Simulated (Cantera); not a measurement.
A perfectly stirred reactor is fed with CO : O2 : H2O : N2 = 0.02 : 0.033 : 0.011 : 1 (molar parts), equivalence ratio 0.30, at 570000 Pa; it is held at 1200 K, and followed from long to short residence time.

Detailed kinetics in Cantera: GRI-Mech 3.0 (53 species, 325 reactions).

### Question
What does this change do: temperature 1200 to 1173 K?

### Answer
| quantity | before | after |
|---|---|---|
| x(CO) at τ = 0.690 s | 0.000837 | 0.00133 |
| x(O2) at τ = 0.690 s | 0.0222 | 0.0225 |
| x(H2O) at τ = 0.690 s | 0.0104 | 0.0104 |
| x(H2) at τ = 0.690 s | 2.77e-6 | 4.06e-6 |
| x(HO2) at τ = 0.690 s | 2.99e-6 | 3.64e-6 |
| x(CO) at τ = 37.0 ms | 0.00572 | 0.00826 |
| x(O2) at τ = 37.0 ms | 0.0246 | 0.0259 |
| x(H2O) at τ = 37.0 ms | 0.0104 | 0.0104 |
| x(H2) at τ = 37.0 ms | 2.11e-5 | 2.61e-5 |
| x(HO2) at τ = 37.0 ms | 9.80e-6 | 1.03e-5 |
